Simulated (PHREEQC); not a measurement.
Dissolve 190 mmol/kgw HF, 0.042 mmol/kgw NH4F, 120 mmol/kgw H2SiF6 and 0.31 mmol/kgw H3PO4 at 54 °C. Closed to the air; pH follows from the charge balance.

Model: ion-association model, wateq4f.dat, run in PHREEQC.

Precipitation was switched off in this run.

### Question
Order these F species by the share of F that they hold, largest first: SiF6-2, H2F2, HF.

### Answer
SiF6-2 (79 %), HF (16 %), H2F2 (4.5 %)

The pH is 0.73 and the ionic strength 0.361 mol/kgw. H3PO4, which wateq4f.dat lacks, is added to it with the constant of phreeqc.dat. At this temperature some constants are extrapolated from 25 °C, and those without enthalpy data are left unchanged. SiF6-2 is the database's only silicon fluoride.
